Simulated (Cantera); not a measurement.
Input: 1 mol SiO2, 0.0062 mol C, 1.3 mol N2, at 4600 Pa.

Equilibrium computed with Cantera from the NASA thermochemical tables; the gas is ideal and each condensed phase is pure. Candidate condensed phases: C, Si, SiC, SiO2, Si2N2O, Si3N4; 56 gas species. Ions and electrons are included (thermal ionisation). The tables' values for SiN are old estimates; treat these amounts as uncertain. Equilibrium is a limit: real reactors are often held back by kinetics, nucleation or transport. All values below are at 4750 K.

Base state: O 0.370, N2 0.314, SiO 0.146, Si 0.113, N 0.0467, NO 0.00390, e- 0.00186, Si+ 0.00186 (mole fractions); condensed: gas only.

Question: What changes in the equilibrium state with this change: C from 0.0062 to 0.0081 mol?

Answer: 
```json
[
 {"species": "O", "before": "0.370", "after": "0.370"},
 {"species": "N2", "before": "0.314", "after": "0.314"},
 {"species": "SiO", "before": "0.146", "after": "0.146"},
 {"species": "CO", "before": "0.00162", "after": "0.00211"},
 {"species": "Si", "before": "0.113", "after": "0.113"},
 {"species": "N", "before": "0.0467", "after": "0.0467"},
 {"species": "O2", "before": "0.000247", "after": "0.000246"},
 {"species": "NO", "before": "0.00390", "after": "0.00390"},
 {"species": "SiN", "before": "0.000242", "after": "0.000242"},
 {"species": "Si+", "before": "0.00186", "after": "0.00186"},
 {"species": "e-", "before": "0.00186", "after": "0.00186"}
]
```
